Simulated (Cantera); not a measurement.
Charge: 1 mol SiCl4, 4.9 mol O2, held at 4.58 Torr.

Equilibrium computed with Cantera from the NASA thermochemical tables; the gas is ideal and each condensed phase is pure. Candidate condensed phases: Si, SiO2; 15 gas species. Kinetics and transport are ignored.

Task: At 975 K, list the 3 most abundant gas species with their mole fractions, and the condensed phases.

Result: O2 0.660, Cl2 0.338, Cl 0.00197. Condensed: SiO2(β-quartz).
